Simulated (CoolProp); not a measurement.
Values from CoolProp's reference Helmholtz-energy equation of state, Thol 2017.

Question: Give the vapour pressure (MPa), liquid density (kg/m³), vapour density (kg/m³), surface tension (mN/m) of saturated decamethyltetrasiloxane (MD2M) at 379.2, 486.5 K.

Answer: 
```tsv
T (K)	p (MPa)	liquid density (kg/m³)	vapour density (kg/m³)	surface tension (mN/m)
379.2	0.00597	767	0.593	11.1
486.5	0.157	642	13.4	4.33
```

Surface tension comes from a separate correlation (Mulero 2014), older than this fluid's equation and unchecked against measurements.
